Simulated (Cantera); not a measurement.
Reactions in the system C-O-Ti

Source: NASA polynomial tables (part measured, part estimated), evaluated in Cantera. Values are per mole of reaction as written; species without (g) are pure solids or liquids, kept so even where they would boil at 1 bar.

CO2(g) + 8 Ti3O5 = 6 Ti4O7 + C

```tsv
T (K)	ΔH° (kJ)	ΔS° (J/K)	ΔG° (kJ)	log10 K	condensed phases
300	-360.4	-50.4	-345.3	60.12	Ti3O5(s), Ti4O7(s), C(graphite)
2550	-474.8	-233.8	121.3	-2.49	Ti3O5(l), Ti4O7(l), C(graphite)
2650	-471.7	-232.6	144.7	-2.85	Ti3O5(l), Ti4O7(l), C(graphite)
2750	-468.5	-231.4	167.9	-3.19	Ti3O5(l), Ti4O7(l), C(graphite)
2850	-465.4	-230.3	190.9	-3.50	Ti3O5(l), Ti4O7(l), C(graphite)
2950	-462.3	-229.2	213.9	-3.79	Ti3O5(l), Ti4O7(l), C(graphite)
```

3 Ti2O3 = Ti4O7 + 2 TiO(g)

| T (K) | ΔH° (kJ) | ΔS° (J/K) | ΔG° (kJ) | log10 K | condensed phases |
|---|---|---|---|---|---|
| 300 | 1266.6 | 433.0 | 1136.8 | -197.92 | Ti2O3(s), Ti4O7(s) |
| 2550 | 1055.6 | 274.2 | 356.4 | -7.30 | Ti2O3(l), Ti4O7(l) |
| 2650 | 1053.2 | 273.3 | 329.1 | -6.49 | Ti2O3(l), Ti4O7(l) |
| 2750 | 1050.9 | 272.4 | 301.8 | -5.73 | Ti2O3(l), Ti4O7(l) |
| 2850 | 1048.7 | 271.6 | 274.6 | -5.03 | Ti2O3(l), Ti4O7(l) |
| 2950 | 1046.4 | 270.8 | 247.5 | -4.38 | Ti2O3(l), Ti4O7(l) |
